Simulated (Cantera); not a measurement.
**Ammonia decomposition in nitride growth gas**

An isothermal, constant-pressure homogeneous reactor starts with NH3 : H2 = 1 : 7.3 (molar parts), at 2400 K and 6100 Pa.

Model: the gas-phase N/H chemistry of the illustrative SiF4/NH3 mechanism in the Surface Chemkin manual (1991), integrated in Cantera. Walls and surfaces, which speed up NH3 decomposition in real reactors, are not modelled.

| t (s) | x NH3 | x H2 | x N2H4 | x H | x NH |
|---|---|---|---|---|---|
| 0.000400 | 0.119 | 0.878 | 1.04e-9 | 0.00167 | 2.61e-5 |
| 0.000892 | 0.117 | 0.878 | 3.11e-9 | 0.00294 | 7.83e-5 |
| 0.00199 | 0.110 | 0.881 | 3.76e-9 | 0.00345 | 0.000100 |
| 0.00443 | 0.0957 | 0.889 | 3.12e-9 | 0.00367 | 9.68e-5 |
| 0.00988 | 0.0695 | 0.903 | 2.05e-9 | 0.00415 | 8.81e-5 |
| 0.0220 | 0.0335 | 0.922 | 7.92e-10 | 0.00547 | 7.19e-5 |
| 0.0491 | 0.00450 | 0.933 | 6.08e-11 | 0.0114 | 4.19e-5 |
| 0.110 | 3.30e-5 | 0.909 | <1e-12 | 0.0380 | 3.62e-6 |
| 0.244 | 1.52e-6 | 0.889 | <1e-12 | 0.0588 | 4.18e-7 |
| 0.545 | 3.98e-7 | 0.887 | <1e-12 | 0.0610 | 1.19e-7 |
| 1.21 | 1.84e-7 | 0.887 | <1e-12 | 0.0611 | 5.50e-8 |
| 2.71 | 1.38e-7 | 0.887 | <1e-12 | 0.0611 | 4.13e-8 |
| 6.04 | 1.35e-7 | 0.887 | <1e-12 | 0.0611 | 4.04e-8 |
| 13.5 | 1.35e-7 | 0.887 | <1e-12 | 0.0611 | 4.04e-8 |
| 30.0 | 1.35e-7 | 0.887 | <1e-12 | 0.0611 | 4.04e-8 |
x: mole fraction; the columns are a selection and need not sum to one.

Equilibrium at this temperature and pressure: NH3 1.35e-7, H2 0.887, N2H4 <1e-12, H 0.0611, NH 4.04e-8 (gas phase only).
